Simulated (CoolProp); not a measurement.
R1336mzz(E) along the isobar 0.962 MPa: density (kg/m³) from the reference equation and from simpler models built on Tc = 130.4 °C, pc = 2.779 MPa, ω = 0.413; each cubic takes its own stable root.

Values from CoolProp's reference Helmholtz-energy equation of state, Akasaka 2023.

```tsv
T (°C)	phase	reference	van der Waals	Peng-Robinson
-45.65	liquid	1515	862.8	1497
-40.45	liquid	1502	855.9	1486
-35.15	liquid	1490	848.7	1475
-29.95	liquid	1477	841.5	1464
-24.65	liquid	1464	834.0	1452
-19.45	liquid	1451	826.5	1439
-14.15	liquid	1437	818.6	1426
-8.85	liquid	1424	810.5	1413
-3.65	liquid	1410	802.3	1399
1.65	liquid	1396	793.7	1385
6.85	liquid	1381	785.0	1370
12.15	liquid	1367	775.8	1354
17.35	liquid	1352	766.5	1338
22.65	liquid	1336	756.5	1321
```
